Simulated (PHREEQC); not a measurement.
Make-up at 20 °C: 2.6 mmol/kgw NaOH and 0.002 mmol/kgw H4SiO4. Closed to the air; pH follows from the charge balance.

Equilibrium calculation in PHREEQC: ion-association model, wateq4f.dat.

Precipitation was switched off in this run.

Problem. Predict the pH.

Solution. pH 11.56.

Problem. In which forms is Si present?

Solution. H3SiO4- 96 %, H4SiO4 2.0 %, H2SiO4-2 2.0 % of the Si.
